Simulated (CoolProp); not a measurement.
Vapour-liquid equilibrium of dimethyl ether (1) + methanol (2) at 36.2 kPa; x and y are mole fractions of (1).

Computed with CoolProp (multi-fluid Helmholtz-energy mixture model, Wu 2011 and de Reuck 1993; pair parameters Bell 2016).

### Question
Give the bubble temperature and the first vapour's composition at x = 0.25, 0.55, 0.95. Is there an azeotrope?

### Answer
x = 0.25: 241.5 K, y = 0.990; x = 0.55: 233.2 K, y = 0.995; x = 0.95: 227.9 K, y = 0.999. No azeotrope shows between x = 0.05 and 0.95.

Pair parameters are fitted to limited data, so mixtures are less certain than the pure fluids. With so large a gap from Raoult's law the liquid may split in two, which this calculation doesn't test in full.
